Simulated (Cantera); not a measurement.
Source: NASA polynomial tables (part measured, part estimated), evaluated in Cantera. Values are per mole of reaction as written; species without (g) are pure solids or liquids, kept so even where they would boil at 1 bar.

O3(g) + 3 TiCl3(g) ⇌ 9 Cl(g) + 3 TiO(g)

| T (K) | ΔH° (kJ) | ΔS° (J/K) | ΔG° (kJ) | log10 K |
|---|---|---|---|---|
| 1800 | ? | ? | ? | ? |
| 1900 | 2735.8 | 1014.8 | 807.6 | -22.20 |
| 2000 | 2734.2 | 1014.0 | 706.2 | -18.44 |
| 2100 | 2732.4 | 1013.1 | 604.9 | -15.04 |
| 2200 | ? | ? | ? | ? |
| 2300 | 2728.0 | 1011.1 | 402.4 | -9.14 |
| 2400 | 2725.4 | 1010.0 | 301.4 | -6.56 |
| 2500 | ? | ? | ? | ? |
| 2600 | 2719.7 | 1007.7 | 99.6 | -2.00 |
| 2700 | ? | ? | ? | ? |
| 2800 | 2713.3 | 1005.4 | -101.7 | 1.90 |

Q: Some entries are withheld; supply them.

A: 
- 1800, ΔH° (kJ): 2737.2
- 1800, ΔS° (J/K): 1015.6
- 1800, ΔG° (kJ): 909.2
- 1800, log10 K: -26.38
- 2200, ΔH° (kJ): 2730.3
- 2200, ΔS° (J/K): 1012.1
- 2200, ΔG° (kJ): 503.6
- 2200, log10 K: -11.96
- 2500, ΔH° (kJ): 2722.7
- 2500, ΔS° (J/K): 1008.9
- 2500, ΔG° (kJ): 200.4
- 2500, log10 K: -4.19
- 2700, ΔH° (kJ): 2716.6
- 2700, ΔS° (J/K): 1006.6
- 2700, ΔG° (kJ): -1.1
- 2700, log10 K: 0.02
